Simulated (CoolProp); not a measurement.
Properties of propane along the isotherm 223.05 °C (Tc = 96.7 °C, pc = 4251 kPa, ω = 0.152).

Computed with CoolProp (reference Helmholtz-energy equation of state, Lemmon 2009).

```json
[
 {"p (kPa)": "33.6", "phase": "gas", "density (kg/m³)": "0.3595", "cp (kJ/(kg K))": "2.530", "viscosity (µPa s)": "13.2", "conductivity (mW/(m K))": "45.6"},
 {"p (kPa)": "69", "phase": "gas", "density (kg/m³)": "0.7390", "cp (kJ/(kg K))": "2.531", "viscosity (µPa s)": "13.2", "conductivity (mW/(m K))": "45.7"},
 {"p (kPa)": "142", "phase": "gas", "density (kg/m³)": "1.524", "cp (kJ/(kg K))": "2.534", "viscosity (µPa s)": "13.2", "conductivity (mW/(m K))": "45.8"},
 {"p (kPa)": "291", "phase": "gas", "density (kg/m³)": "3.138", "cp (kJ/(kg K))": "2.540", "viscosity (µPa s)": "13.2", "conductivity (mW/(m K))": "46.0"},
 {"p (kPa)": "598", "phase": "gas", "density (kg/m³)": "6.509", "cp (kJ/(kg K))": "2.552", "viscosity (µPa s)": "13.3", "conductivity (mW/(m K))": "46.4"},
 {"p (kPa)": "1230", "phase": "gas", "density (kg/m³)": "13.65", "cp (kJ/(kg K))": "2.579", "viscosity (µPa s)": "13.4", "conductivity (mW/(m K))": "47.2"},
 {"p (kPa)": "2520", "phase": "gas", "density (kg/m³)": "29.15", "cp (kJ/(kg K))": "2.642", "viscosity (µPa s)": "13.9", "conductivity (mW/(m K))": "48.8"},
 {"p (kPa)": "5180", "phase": "supercritical", "density (kg/m³)": "65.50", "cp (kJ/(kg K))": "2.816", "viscosity (µPa s)": "15.3", "conductivity (mW/(m K))": "52.0"},
 {"p (kPa)": "10600", "phase": "supercritical", "density (kg/m³)": "156.9", "cp (kJ/(kg K))": "3.285", "viscosity (µPa s)": "20.7", "conductivity (mW/(m K))": "59.4"}
]
```

Viscosity comes from a separate model (Vogel 1998). Thermal conductivity comes from a separate model (Marsh 2002).
